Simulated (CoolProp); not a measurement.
Vapour-liquid equilibrium of toluene (1) + p-xylene (2) at 305.8 K; x and y are mole fractions of (1).

Values from CoolProp's multi-fluid Helmholtz-energy mixture model, Lemmon 2006 and Zhou 2012; pair parameters Bell 2016.

Problem. Give the bubble pressure and the first vapour's composition at x = 0.5, 0.65, 0.95. Is there an azeotrope?

Solution. x = 0.5: 0.03732 bar, y = 0.757; x = 0.65: 0.04293 bar, y = 0.851; x = 0.95: 0.05392 bar, y = 0.982. No azeotrope shows between x = 0.05 and 0.95.

The pair parameters rest on a limited set of measurements; away from them the model extrapolates.
